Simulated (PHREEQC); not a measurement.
Dissolve 1.7 mol NaCl and 0.45 mol CaCl2 per kg of water at 25 °C. Closed to the air; pH follows from the charge balance.

The numbers come from PHREEQC with the Pitzer model, pitzer.dat.

No solid was allowed to form.

Q: What activity of water, osmotic coefficient, density does the model give?

A: activity of water 0.913; osmotic coefficient 1.063; density 1.097 g/cm³.

Species that the database lacks are ignored.
